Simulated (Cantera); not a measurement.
Input: 1 mol Si₃N₄, 0.014 mol H₂, at 2298.15 K and 0.0345 Torr.

Equilibrium computed with Cantera from the NASA thermochemical tables; the gas is ideal and each condensed phase is pure. Candidate condensed phases: Si, Si₃N₄; 18 gas species. The tables' values for SiN are old estimates; treat these amounts as uncertain. Rates play no part.

Base state: Si 0.596, N₂ 0.398, H 0.00554, SiN 0.000358, Si₂ 0.000343, H₂ 1.53e-5, Si₂N 1.10e-5 (mole fractions); condensed: gas only.

Task: What changes in the equilibrium state with this change: pressure from 0.0345 Torr to 0.750 Torr?

Result: 
```tsv
species	before	after
Si	0.596	0.583
N₂	0.398	0.401
Si₂	0.000343	0.00713
Si₃	1.92e-6	0.000849
Si₂N	1.10e-5	0.00107
SiH	5.83e-6	0.000112
H₂	1.53e-5	0.000270
SiN	0.000358	0.00164
```

Task: What changes in the equilibrium state with this change: temperature from 2298.15 K to 1500 K?

Result: 
```csv
species,before,after
N₂,0.398,0.993
H₂,1.53e-5,0.00684
Si,0.596,0.000229
Si₂,0.000343,2.93e-7
SiN,0.000358,1.99e-6
H,0.00554,0.000215
"Si(s), mol",0,3.00
```
